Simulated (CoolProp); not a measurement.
The fluid at 293.15 K and 1.31 MPa (gas) is heated at constant pressure to 313.3 K. The same conditions are run with several fluids, on thermodynamics alone (safety and materials aside).

The numbers come from the reference Helmholtz-energy equation of state of each fluid (R13: Platzer 1990; methane: Setzmann 1991; hydrogen chloride: Thol 2018; dry air: Lemmon 2000; oxygen: Schmidt 1985) in CoolProp. The equations of Platzer and Polt are older, rougher fits. Blends and air are pseudo-pure fits.

```json
[
 {"fluid": "R13", "heat (kJ/kg)": "14.8", "final density (kg/m³)": "58.9"},
 {"fluid": "methane", "heat (kJ/kg)": "46.6", "final density (kg/m³)": "8.22"},
 {"fluid": "hydrogen chloride", "heat (kJ/kg)": "19.2", "final density (kg/m³)": "19.7"},
 {"fluid": "dry air", "heat (kJ/kg)": "20.7", "final density (kg/m³)": "14.6"},
 {"fluid": "oxygen", "heat (kJ/kg)": "18.9", "final density (kg/m³)": "16.2"}
]
```

Above 300 K oxygen's equation is extrapolated.
